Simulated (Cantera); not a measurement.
Input: 1 mol SiH₂Cl₂, 0.02 mol Cl₂, 20 mol N₂, held at 1427 °C and 58000 Pa.

Equilibrium computed with Cantera from the NASA thermochemical tables; the gas is ideal and each condensed phase is pure. Candidate condensed phases: NH₄Cl, Si, Si₃N₄; 28 gas species. The tables' values for SiCl₃ are old estimates; treat these amounts as uncertain. Equilibrium is a limit: real reactors are often held back by kinetics, nucleation or transport.

Base state: N₂ 0.909, HCl 0.0554, H₂ 0.0187, SiCl₂ 0.0121, SiCl₃ 0.00300, SiCl₄ 0.00147, SiHCl₃ 9.58e-5, Cl 6.09e-5 (mole fractions); condensed: Si₃N₄(s).

### Question
What changes in the equilibrium state with this change: Cl₂ from 0.02 to 0.14 mol?

### Answer
```
species         before     after
-------------  -------  --------
N₂               0.909     0.905
HCl             0.0554    0.0574
H₂              0.0187    0.0173
SiCl₂           0.0121    0.0141
SiCl₄          0.00147   0.00198
SiCl₃          0.00300   0.00376
SiHCl₃         9.58e-5  0.000116
Cl             6.09e-5   6.56e-5
Si₃N₄(s), mol    0.214     0.189
```
